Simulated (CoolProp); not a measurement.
A Linde-Hampson liquefier for nitrogen: isothermal reversible compression at 300 K from 1 atm to 15 MPa, throttling to 1 atm, return gas leaving the recuperator 0 K below the feed. Each further row changes one setting.

Computed with CoolProp (reference Helmholtz-energy equation of state, Span 2000).

```json
[
 {"case": "as stated", "liquid yield per pass": "___", "compression work (kJ/kg of gas)": "445"},
 {"case": "high pressure 30 MPa", "liquid yield per pass": "___", "compression work (kJ/kg of gas)": "___"},
 {"case": "warm-end temperature 330 K", "liquid yield per pass": "___", "compression work (kJ/kg of gas)": "___"},
 {"case": "warm-end gap 5 K", "liquid yield per pass": "___", "compression work (kJ/kg of gas)": "445"}
]
```

Problem. Some entries are withheld; supply them.

Solution. 
- as stated, liquid yield per pass: 0.061
- high pressure 30 MPa, liquid yield per pass: 0.089
- high pressure 30 MPa, compression work (kJ/kg of gas): 511
- warm-end temperature 330 K, liquid yield per pass: 0.045
- warm-end temperature 330 K, compression work (kJ/kg of gas): 492
- warm-end gap 5 K, liquid yield per pass: 0.050
